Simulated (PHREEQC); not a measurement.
# Metal-bearing waste water

Make-up at 25 °C: 45 mmol/kgw Al2(SO4)3, 37 mmol/kgw MgSO4 and 0.65 mmol/kgw NaHCO3. Closed to the air; pH follows from the charge balance.

Computed with PHREEQC (ion-association model, phreeqc.dat).

- pH = 4.34
- ionic strength = 0.207 mol/kgw
- total alkalinity = 0.650 meq/kg

```tsv
species	molality	activity	log γ
AlSO4+	0.0572	0.0416	-0.139
SO4-2	0.0469	0.0135	-0.539
Al(SO4)2-	0.0245	0.0178	-0.139
MgSO4	0.0188	0.0197	0.021
Mg+2	0.0182	0.00620	-0.468
Al+3	0.00754	0.000971	-0.890
AlOH+2	0.000684	0.000210	-0.514
CO2	0.000641	0.000672	0.021
Na+	0.000609	0.000454	-0.127
HSO4-	8.11e-5	6.04e-5	-0.128
H+	5.76e-5	4.59e-5	-0.099
Al(OH)2+	4.80e-5	3.57e-5	-0.128
NaSO4-	4.14e-5	3.08e-5	-0.128
```

This is a speciation only: nothing precipitates in the calculation. The solution is supersaturated, for example in Gibbsite (slow to form), so a real one may precipitate; this is no full list.
